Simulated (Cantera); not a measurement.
A Cantera script and what it prints.

```python
import numpy as np
import cantera as ct

gas_names = """
    B BH BH2 BH3 BN B2 H H2 N NH NH2 NH3 N2 N2H2 N2H4
""".split()
cond_names = """
    B(b) B(L) BN(s)
""".split()


# ... load() reads the species with a 1 bar reference pressure and builds the phases ...
atoms = {
    'B2H6': {'B': 2, 'H': 6},
    'NH3': {'N': 1, 'H': 3},
}
top_T = {'BN(s)': 3200}  # K; cautious upper limits of use, not melting points


# ... equilibrate(T, P, feed) seeds the gas with the atoms and calls Mixture.equilibrate('TP', solver="vcs", rtol=1e-11, max_steps=5000) ...
results = []
P = 133.322  # Pa
for T in [1500, 1550, 1600, 1650, 1700, 1750, 1800, 1850, 1900, 1950, 2000, 2050, 2100]:
    for m in [0.12, 0.19, 0.25, 0.31, 0.38, 0.44, 0.5, 0.56]:
        feed = {'B2H6': 1, 'NH3': m}  # mol
        mix = equilibrate(T, P, feed)
        results.append((T, P, feed, dict(zip(mix.species_names, mix.species_moles))))

for T, P, feed, n in results:
    print(f"{T:7g} {feed['NH3']:10.4g}  " + (" + ".join(c for c in cond_names if n.get(c, 0) > 1e-12) or "gas only"))
```

Output:

```
   1500       0.12  B(b) + BN(s)
   1500       0.19  B(b) + BN(s)
   1500       0.25  B(b) + BN(s)
   1500       0.31  B(b) + BN(s)
   1500       0.38  B(b) + BN(s)
   1500       0.44  B(b) + BN(s)
   1500        0.5  B(b) + BN(s)
   1500       0.56  B(b) + BN(s)
   1550       0.12  B(b) + BN(s)
   1550       0.19  B(b) + BN(s)
   1550       0.25  B(b) + BN(s)
   1550       0.31  B(b) + BN(s)
   1550       0.38  B(b) + BN(s)
   1550       0.44  B(b) + BN(s)
   1550        0.5  B(b) + BN(s)
   1550       0.56  B(b) + BN(s)
   1600       0.12  B(b) + BN(s)
   1600       0.19  B(b) + BN(s)
   1600       0.25  B(b) + BN(s)
   1600       0.31  B(b) + BN(s)
   1600       0.38  B(b) + BN(s)
   1600       0.44  B(b) + BN(s)
   1600        0.5  B(b) + BN(s)
   1600       0.56  B(b) + BN(s)
   1650       0.12  B(b) + BN(s)
   1650       0.19  B(b) + BN(s)
   1650       0.25  B(b) + BN(s)
   1650       0.31  B(b) + BN(s)
   1650       0.38  B(b) + BN(s)
   1650       0.44  B(b) + BN(s)
   1650        0.5  B(b) + BN(s)
   1650       0.56  B(b) + BN(s)
   1700       0.12  B(b) + BN(s)
   1700       0.19  B(b) + BN(s)
   1700       0.25  B(b) + BN(s)
   1700       0.31  B(b) + BN(s)
   1700       0.38  B(b) + BN(s)
   1700       0.44  B(b) + BN(s)
   1700        0.5  B(b) + BN(s)
   1700       0.56  B(b) + BN(s)
   1750       0.12  B(b) + BN(s)
   1750       0.19  B(b) + BN(s)
   1750       0.25  B(b) + BN(s)
   1750       0.31  B(b) + BN(s)
   1750       0.38  B(b) + BN(s)
   1750       0.44  B(b) + BN(s)
   1750        0.5  B(b) + BN(s)
   1750       0.56  B(b) + BN(s)
   1800       0.12  B(b) + BN(s)
   1800       0.19  B(b) + BN(s)
   1800       0.25  B(b) + BN(s)
   1800       0.31  B(b) + BN(s)
   1800       0.38  B(b) + BN(s)
   1800       0.44  B(b) + BN(s)
   1800        0.5  B(b) + BN(s)
   1800       0.56  B(b) + BN(s)
   1850       0.12  B(b) + BN(s)
   1850       0.19  B(b) + BN(s)
   1850       0.25  B(b) + BN(s)
   1850       0.31  B(b) + BN(s)
   1850       0.38  B(b) + BN(s)
   1850       0.44  B(b) + BN(s)
   1850        0.5  B(b) + BN(s)
   1850       0.56  B(b) + BN(s)
   1900       0.12  B(b)
   1900       0.19  B(b) + BN(s)
   1900       0.25  B(b) + BN(s)
   1900       0.31  B(b) + BN(s)
   1900       0.38  B(b) + BN(s)
   1900       0.44  B(b) + BN(s)
   1900        0.5  B(b) + BN(s)
   1900       0.56  B(b) + BN(s)
   1950       0.12  B(b)
   1950       0.19  B(b)
   1950       0.25  B(b)
   1950       0.31  B(b) + BN(s)
   1950       0.38  B(b) + BN(s)
   1950       0.44  B(b) + BN(s)
   1950        0.5  B(b) + BN(s)
   1950       0.56  B(b) + BN(s)
   2000       0.12  B(b)
   2000       0.19  B(b)
   2000       0.25  B(b)
   2000       0.31  B(b)
   2000       0.38  B(b)
   2000       0.44  B(b)
   2000        0.5  B(b)
   2000       0.56  B(b)
   2050       0.12  B(b)
   2050       0.19  B(b)
   2050       0.25  B(b)
   2050       0.31  B(b)
   2050       0.38  B(b)
   2050       0.44  B(b)
   2050        0.5  B(b)
   2050       0.56  B(b)
   2100       0.12  B(b)
   2100       0.19  B(b)
   2100       0.25  B(b)
   2100       0.31  B(b)
   2100       0.38  B(b)
   2100       0.44  B(b)
   2100        0.5  B(b)
   2100       0.56  B(b)
```

Equilibrium computed with Cantera from the NASA thermochemical tables; the gas is ideal and each condensed phase is pure. The feed counts by its element totals alone. Mutual solubility and eutectic melting of coexisting phases are not modelled.
